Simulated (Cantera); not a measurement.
Low-pressure radical oxidation in H2/O2

A perfectly stirred reactor is fed with 0.771 % H₂, 64.3 % O₂, 32.1 % N₂, 2.83 % H₂O, at 0.0132 atm; it is held at 1073 K, and followed from long to short residence time.

Cantera simulation using GRI-Mech 3.0 (53 species, 325 reactions); the numbers are that mechanism's predictions, not measurements. Radical loss at walls, strong at low pressure, is not modelled.

| τ (s) | x H₂ | x O₂ | x HO₂ | x N₂O | x NO₂ | x NO |
|---|---|---|---|---|---|---|
| 0.33 | 0.000191 | 0.640 | 1.44e-6 | 3.37e-9 | <1e-12 | 3.00e-9 |
| 0.21 | 0.000250 | 0.640 | 1.62e-6 | 2.91e-9 | <1e-12 | 3.37e-9 |
| 0.14 | 0.000319 | 0.640 | 1.79e-6 | 2.51e-9 | <1e-12 | 3.64e-9 |
| 0.087 | 0.000425 | 0.639 | 1.98e-6 | 2.05e-9 | <1e-12 | 3.79e-9 |
| 0.056 | 0.000559 | 0.639 | 2.14e-6 | 1.65e-9 | <1e-12 | 3.70e-9 |
| 0.036 | 0.000741 | 0.639 | 2.30e-6 | 1.28e-9 | <1e-12 | 3.36e-9 |
| 0.023 | 0.000995 | 0.638 | 2.43e-6 | 9.39e-10 | <1e-12 | 2.79e-9 |
| 0.015 | 0.00133 | 0.638 | 2.54e-6 | 6.66e-10 | <1e-12 | 2.13e-9 |
| 0.0097 | 0.00180 | 0.638 | 2.62e-6 | 4.43e-10 | <1e-12 | 1.45e-9 |
| 0.0063 | 0.00243 | 0.639 | 2.66e-6 | 2.76e-10 | <1e-12 | 8.64e-10 |
| 0.0040 | 0.00334 | 0.639 | 2.64e-6 | 1.53e-10 | <1e-12 | 4.12e-10 |
x: mole fraction; the columns are a selection and need not sum to one.
